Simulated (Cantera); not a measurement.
# Adiabatic ignition

An adiabatic, constant-volume homogeneous reactor starts with 10.3 % CH₄, 12.2 % O₂, 77.5 % N₂, equivalence ratio 1.7, at 1475 K and 65000 Pa.

Detailed kinetics in Cantera: GRI-Mech 3.0 (53 species, 325 reactions).

```json
[
 {"t (s)": "3.00e-6", "T (K)": "1475", "P (bar)": "0.650", "x CH₄": "0.103", "x O₂": "0.122", "x CH₂": "<1e-12", "x CH₃": "1.53e-7", "x CH₂CO": "<1e-12", "x N₂O": "<1e-12"},
 {"t (s)": "7.98e-6", "T (K)": "1475", "P (bar)": "0.650", "x CH₄": "0.103", "x O₂": "0.122", "x CH₂": "<1e-12", "x CH₃": "4.41e-7", "x CH₂CO": "<1e-12", "x N₂O": "<1e-12"},
 {"t (s)": "2.12e-5", "T (K)": "1475", "P (bar)": "0.650", "x CH₄": "0.103", "x O₂": "0.122", "x CH₂": "<1e-12", "x CH₃": "1.25e-6", "x CH₂CO": "<1e-12", "x N₂O": "1.34e-12"},
 {"t (s)": "5.64e-5", "T (K)": "1475", "P (bar)": "0.650", "x CH₄": "0.103", "x O₂": "0.122", "x CH₂": "<1e-12", "x CH₃": "3.73e-6", "x CH₂CO": "<1e-12", "x N₂O": "8.09e-12"},
 {"t (s)": "0.000150", "T (K)": "1475", "P (bar)": "0.650", "x CH₄": "0.103", "x O₂": "0.122", "x CH₂": "8.28e-12", "x CH₃": "1.26e-5", "x CH₂CO": "<1e-12", "x N₂O": "4.67e-11"},
 {"t (s)": "0.000399", "T (K)": "1475", "P (bar)": "0.650", "x CH₄": "0.103", "x O₂": "0.122", "x CH₂": "1.02e-10", "x CH₃": "4.77e-5", "x CH₂CO": "1.48e-10", "x N₂O": "2.04e-10"},
 {"t (s)": "0.00106", "T (K)": "1476", "P (bar)": "0.651", "x CH₄": "0.103", "x O₂": "0.122", "x CH₂": "8.94e-10", "x CH₃": "0.000138", "x CH₂CO": "4.04e-8", "x N₂O": "7.05e-10"},
 {"t (s)": "0.00282", "T (K)": "1499", "P (bar)": "0.661", "x CH₄": "0.0980", "x O₂": "0.119", "x CH₂": "1.44e-8", "x CH₃": "0.000398", "x CH₂CO": "9.25e-6", "x N₂O": "5.78e-9"},
 {"t (s)": "0.00751", "T (K)": "2588", "P (bar)": "1.25", "x CH₄": "1.08e-12", "x O₂": "0.000133", "x CH₂": "<1e-12", "x CH₃": "2.26e-12", "x CH₂CO": "<1e-12", "x N₂O": "3.44e-8"},
 {"t (s)": "0.0200", "T (K)": "2587", "P (bar)": "1.24", "x CH₄": "1.09e-12", "x O₂": "0.000131", "x CH₂": "<1e-12", "x CH₃": "2.28e-12", "x CH₂CO": "<1e-12", "x N₂O": "3.73e-8"},
 {"t (s)": "0.0531", "T (K)": "2587", "P (bar)": "1.24", "x CH₄": "1.09e-12", "x O₂": "0.000131", "x CH₂": "<1e-12", "x CH₃": "2.28e-12", "x CH₂CO": "<1e-12", "x N₂O": "3.73e-8"},
 {"t (s)": "0.141", "T (K)": "2587", "P (bar)": "1.24", "x CH₄": "1.09e-12", "x O₂": "0.000131", "x CH₂": "<1e-12", "x CH₃": "2.28e-12", "x CH₂CO": "<1e-12", "x N₂O": "3.73e-8"},
 {"t (s)": "0.376", "T (K)": "2587", "P (bar)": "1.24", "x CH₄": "1.09e-12", "x O₂": "0.000131", "x CH₂": "<1e-12", "x CH₃": "2.28e-12", "x CH₂CO": "<1e-12", "x N₂O": "3.73e-8"},
 {"t (s)": "1.00", "T (K)": "2587", "P (bar)": "1.24", "x CH₄": "1.09e-12", "x O₂": "0.000131", "x CH₂": "<1e-12", "x CH₃": "2.28e-12", "x CH₂CO": "<1e-12", "x N₂O": "3.73e-8"}
]
```
x: mole fraction; the columns are a selection and need not sum to one.

| Item | Value |
|---|---|
| time of steepest temperature rise | 3.90 ms |
| temperature at 1.00 s | 2587 K |
| equilibrium temperature | 2587 K |
| x(CH₄) at 1.00 s | 1.09e-12 (gas-phase equilibrium 1.24e-12) |
| x(O₂) at 1.00 s | 0.000131 (gas-phase equilibrium 0.000131) |
| x(CH₂) at 1.00 s | <1e-12 (gas-phase equilibrium <1e-12) |
